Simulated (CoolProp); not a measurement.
Hydrogen sulfide at 298.15 K and 4.18 MPa is throttled through a valve to 2.04 MPa with no heat exchange. Each further row changes one setting.

Computed with CoolProp (reference Helmholtz-energy equation of state, Lemmon 2006). It is a short technical equation, of lower accuracy than the large ones.

```tsv
case	temperature change (K)	final phase	final density (kg/m³)
as stated	+0.0	liquid	775
outlet pressure 0.612 MPa	___	___	___
outlet pressure 2.65 MPa	+0.0	liquid	777
```

### Question
Fill in the missing entries.

### Answer

- outlet pressure 0.612 MPa, temperature change (K): -41.7
- outlet pressure 0.612 MPa, final phase: two-phase, vapour fraction 0.182
- outlet pressure 0.612 MPa, final density (kg/m³): 55.5
